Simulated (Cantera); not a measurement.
An adiabatic, constant-volume homogeneous reactor starts with CO : H2 : O2 : N2 = 1 : 0.6 : 1.95 : 7.34 (molar parts), at 1175 K and 0.513 atm. Integrator tolerance rtol = 1e-08.

Computed with Cantera and GRI-Mech 3.0 (53 species, 325 reactions).

Q: What does this change do: pressure from 0.513 atm to 9.87 atm?

A: 
| quantity | before | after |
|---|---|---|
| time of steepest temperature rise | 0.150 ms | 85.3 µs |
| temperature at 5.00 s | 2394 K | 2457 K |
| equilibrium temperature | 2394 K | 2457 K |
| x(CO) at 5.00 s | 0.00588 (gas-phase equilibrium 0.00588) | 0.00198 (gas-phase equilibrium 0.00198) |
| x(H2) at 5.00 s | 0.000594 (gas-phase equilibrium 0.000594) | 0.000193 (gas-phase equilibrium 0.000193) |
| x(O2) at 5.00 s | 0.107 (gas-phase equilibrium 0.107) | 0.106 (gas-phase equilibrium 0.106) |
| x(H2O) at 5.00 s | 0.0551 (gas-phase equilibrium 0.0551) | 0.0572 (gas-phase equilibrium 0.0572) |
| x(H2O2) at 5.00 s | 9.96e-8 (gas-phase equilibrium 9.96e-8) | 5.27e-7 (gas-phase equilibrium 5.27e-7) |
| x(NO2) at 5.00 s | 9.15e-6 (gas-phase equilibrium 9.15e-6) | 4.22e-5 (gas-phase equilibrium 4.22e-5) |
The hydrogen kinetics of GRI-Mech 3.0 are dated; newer H2 mechanisms differ, most at raised pressure.
